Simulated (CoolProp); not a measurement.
Properties of hexamethyldisiloxane (MM) at several states.

Computed with CoolProp (reference Helmholtz-energy equation of state, Thol 2016).

```json
[
 {"T (K)": "294.5", "p (MPa)": "0.176", "phase": "liquid", "speed of sound (m/s)": "…", "isothermal compressibility (1/MPa)": "…", "expansivity (1/kK)": "1.374", "fugacity coefficient": "0.02646"},
 {"T (K)": "217.4", "p (MPa)": "0.0263", "phase": "liquid", "speed of sound (m/s)": "1179", "isothermal compressibility (1/MPa)": "0.001070", "expansivity (1/kK)": "1.206", "fugacity coefficient": "0.0004901"},
 {"T (K)": "390.2", "p (MPa)": "1.34", "phase": "liquid", "speed of sound (m/s)": "…", "isothermal compressibility (1/MPa)": "0.005456", "expansivity (1/kK)": "1.883", "fugacity coefficient": "0.1201"},
 {"T (K)": "547.3", "p (MPa)": "6.76", "phase": "supercritical", "speed of sound (m/s)": "280.0", "isothermal compressibility (1/MPa)": "0.03243", "expansivity (1/kK)": "3.450", "fugacity coefficient": "0.3532"}
]
```

### Question
Complete the blanks.

### Answer

- 294.5, speed of sound (m/s): 888.7
- 294.5, isothermal compressibility (1/MPa): 0.002043
- 390.2, speed of sound (m/s): 581.9
